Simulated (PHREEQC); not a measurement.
Synthetic water in mg/L, 40 °C, pH 6.95, pe 12.9:

```tsv
constituent	mg/L
Na	0.0208
K	0.000946
Ca	0.0408
Mg	0.0369
Cl	0.0298
S(6) as SO4	0.0489
Alkalinity as HCO3	0.259
Li	0.000395
```

Valence states are taken as typed.

Model: ion-association model, phreeqc.dat, run in PHREEQC.

No solid was allowed to form.

Predict the charge-balance error.

charge-balance error -0.4 %.

In which forms is C present?

HCO3- 82 %, CO2 18 % of the C.

Constants without temperature data keep their 25 °C values here.
